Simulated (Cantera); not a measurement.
Input (Python, Cantera) and output of one run.

```python
import numpy as np
import cantera as ct

gas_names = [...]  # 95 gases of nasa_gas.yaml made of C, F, H
cond_names = """
    C(gr) C6H6(L) C7H8(L) C8H18(L),n-octa
""".split()


# ... load() reads the species with a 1 bar reference pressure and builds the phases ...
atoms = {
    'CH2F2': {'C': 1, 'H': 2, 'F': 2},
    'CH4': {'C': 1, 'H': 4},
    'H2': {'H': 2},
}
top_T = {'C(gr)': 4500}  # K; cautious upper limits of use, not melting points


# ... equilibrate(T, P, feed) seeds the gas with the atoms and calls Mixture.equilibrate('TP', solver="vcs", rtol=1e-11, max_steps=5000) ...
results = []
feed = {'CH2F2': 1, 'CH4': 0.54, 'H2': 0.085}  # mol
T = 3100  # K
for P in [1, 4.2, 18, 75, 320, 1300, 5600, 24000, 100000]:
    mix = equilibrate(T, P, feed)
    results.append((T, P, feed, dict(zip(mix.species_names, mix.species_moles))))

top = {s: max(r[3][s] / sum(r[3][g] for g in gas_names) for r in results) for s in gas_names}
cols = sorted((s for s in top if top[s] > 1e-05), key=lambda s: -top[s])[:8]
seen = [c for c in cond_names if any(r[3].get(c, 0) > 1e-12 for r in results)]
print("log10 of partial pressures in bar; condensed amounts in mol")
print(f"{'P/Pa':>10s}" + "".join(f"{s[:9]:>10s}" for s in cols + seen))
for T, P, feed, n in results:
    ng = sum(n[g] for g in gas_names)
    print(f"{P:10.4g}" + "".join(f"{np.log10(max(n[s] / ng * P / 1e5, 1e-99)):10.3f}" for s in cols)
          + "".join(f"{n.get(c, 0):10.4g}" for c in seen))
```

Output:

```
log10 of partial pressures in bar; condensed amounts in mol
      P/Pa        HF         H        H2         F         C        C3 C2H2,acet        C2     C(gr)
         1    -7.382    -5.260    -9.174    -5.600    -5.718    -8.525   -13.903    -7.687         0
       4.2    -6.148    -4.635    -7.925    -4.990    -5.136    -6.779   -11.490    -6.524         0
        18    -4.931    -4.000    -6.656    -4.407    -4.671    -5.384    -9.291    -5.594         0
        75    -3.875    -3.398    -5.451    -3.954    -4.346    -4.410    -7.436    -4.944         0
       320    -3.004    -2.812    -4.278    -3.669    -4.082    -3.617    -5.735    -4.416         0
      1300    -2.278    -2.265    -3.184    -3.490    -3.895    -3.058    -4.269    -4.043    0.3377
      5600    -1.551    -1.743    -2.142    -3.285    -3.895    -3.058    -3.226    -4.043     1.191
   2.4e+04    -0.872    -1.320    -1.295    -3.029    -3.895    -3.058    -2.380    -4.043     1.336
     1e+05    -0.227    -0.958    -0.571    -2.746    -3.895    -3.058    -1.655    -4.043     1.356
```

These are equilibrium values from Cantera (NASA tables, ideal gas, pure condensed phases), not measurements of a reactor.
